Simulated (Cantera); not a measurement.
A perfectly stirred reactor is fed with 2.83 % CH4, 2.80 % CO, 17.7 % O2, 66.5 % N2, 10.2 % CO2, equivalence ratio 0.40, at 10.0 bar; it is adiabatic with a 775 K inlet, and is followed from long to short residence time, starting on the burning branch (τ in s: 0.15, 0.081, 0.042, 0.022, 0.012, 0.006, 0.0032, 0.0016, 0.00086, 0.00045, 0.00024, 0.00012, 6.4e-05).

Detailed kinetics in Cantera: GRI-Mech 3.0 (53 species, 325 reactions).

x: mole fraction; the columns are a selection and need not sum to one.

| τ (s) | T (K) | x CH4 | x CO | x O2 | x CH2O | x H2 | x CO2 |
|---|---|---|---|---|---|---|---|
| 0.15 | 1593 | 5.71e-6 | 0.000141 | 0.108 | ? | 2.44e-6 | 0.160 |
| 0.081 | 1592 | 9.11e-6 | 0.000227 | 0.108 | ? | 3.77e-6 | 0.160 |
| 0.042 | 1591 | 1.49e-5 | 0.000377 | 0.108 | ? | 6.10e-6 | 0.160 |
| 0.022 | 1589 | 2.44e-5 | 0.000624 | 0.108 | ? | 1.00e-5 | 0.160 |
| 0.012 | 1586 | 3.91e-5 | 0.00101 | 0.108 | ? | 1.63e-5 | 0.159 |
| 0.0060 | 1579 | 6.91e-5 | 0.00180 | 0.108 | ? | 2.95e-5 | 0.158 |
| 0.0032 | 1568 | 0.000123 | 0.00317 | 0.109 | ? | 5.36e-5 | 0.157 |
| 0.0016 | 1537 | 0.000286 | 0.00688 | 0.111 | ? | 0.000125 | 0.153 |
| 0.00086 | 775 | 0.0283 | 0.0280 | 0.177 | 1.04e-11 | <1e-12 | 0.102 |
| 0.00045 | 775 | 0.0283 | 0.0280 | 0.177 | 2.84e-12 | <1e-12 | 0.102 |
| 0.00024 | 775 | 0.0283 | 0.0280 | 0.177 | <1e-12 | <1e-12 | 0.102 |
| 0.00012 | 775 | 0.0283 | 0.0280 | 0.177 | <1e-12 | <1e-12 | 0.102 |
| 6.4e-5 | 775 | 0.0283 | 0.0280 | 0.177 | <1e-12 | <1e-12 | 0.102 |

Some entries are withheld; supply them.


- 0.15, x CH2O: 5.89e-7
- 0.081, x CH2O: 9.45e-7
- 0.042, x CH2O: 1.56e-6
- 0.022, x CH2O: 2.59e-6
- 0.012, x CH2O: 4.21e-6
- 0.0060, x CH2O: 7.59e-6
- 0.0032, x CH2O: 1.38e-5
- 0.0016, x CH2O: 3.34e-5
